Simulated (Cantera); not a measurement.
Cantera run, input and output.

```python
import numpy as np
import cantera as ct

gas = ct.Solution("gri30.yaml")
gas.TPX = 375, 1400000, {'CO': 1, 'H2': 0.92, 'CH4': 0.16, 'O2': 2.51, 'N2': 9.44}
inlet = ct.Reservoir(gas, clone=True)
gas.equilibrate("HP")  # start burning
reactor = ct.IdealGasConstPressureReactor(gas, energy="on", clone=False)
exhaust = ct.Reservoir(gas, clone=True)
tau = [0.071, 0.027, 0.01, 0.004, 0.0015, 0.00057, 0.00022, 8.3e-05, 3.2e-05][0]
for a, b in ((inlet, reactor), (reactor, exhaust)):
    ct.MassFlowController(a, b, mdot=lambda t: reactor.mass / tau)
net = ct.ReactorNet([reactor])
show = ['CO', 'H2', 'CH4', 'CO2', 'N2O']

rows = []
print(f"{'tau/s':>10s}{'T/K':>9s}" + "".join(f"{s:>11s}" for s in show))
for tau in [0.071, 0.027, 0.01, 0.004, 0.0015, 0.00057, 0.00022, 8.3e-05, 3.2e-05]:
    net.initial_time = 0.0
    net.advance(30 * tau)
    before = gas.X
    net.advance(40 * tau)
    drift = np.max(np.abs(gas.X - before) / (gas.X + 1e-9))
    rows.append([gas.T, *gas[show].X, drift])
    print(f"{tau:10.3e}{gas.T:9.1f}" + "".join(f"{x:11.3e}" for x in gas[show].X))
```

Result:

```
     tau/s      T/K         CO         H2        CH4        CO2        N2O
 7.100e-02   1738.3  1.341e-04  1.343e-05  1.293e-06  8.860e-02  8.012e-07
 2.700e-02   1736.9  2.796e-04  2.606e-05  2.686e-06  8.845e-02  1.191e-06
 1.000e-02   1734.1  5.829e-04  5.218e-05  5.463e-06  8.812e-02  1.879e-06
 4.000e-03   1729.1  1.139e-03  9.957e-05  1.040e-05  8.753e-02  2.776e-06
 1.500e-03   1718.6  2.349e-03  2.015e-04  2.097e-05  8.625e-02  3.748e-06
 5.700e-04   1696.8  4.947e-03  4.203e-04  4.417e-05  8.349e-02  4.148e-06
 2.200e-04   1639.6  1.191e-02  1.039e-03  1.157e-04  7.610e-02  3.515e-06
 8.300e-05    375.0  7.128e-02  6.557e-02  1.140e-02 -8.265e-16 -3.378e-20
 3.200e-05    375.0  7.128e-02  6.557e-02  1.140e-02 -1.981e-19 -8.096e-24
```

Cantera simulation using GRI-Mech 3.0 (53 species, 325 reactions); the numbers are that mechanism's predictions, not measurements. The pressure lies above the range GRI-Mech 3.0 was tuned for (to about 10 atm).
